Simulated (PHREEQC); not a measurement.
Solution (25 °C): 99 mmol/kgw LiBr and 1.7 mmol/kgw Ba(OH)2. Closed to the air; pH follows from the charge balance.

Model: ion-association model, phreeqc.dat, run in PHREEQC.

Precipitation was switched off in this run.

Question: Estimate the pH, specific conductance.

Answer: pH 11.41; specific conductance 10100 µS/cm.

Species that the database lacks are ignored.
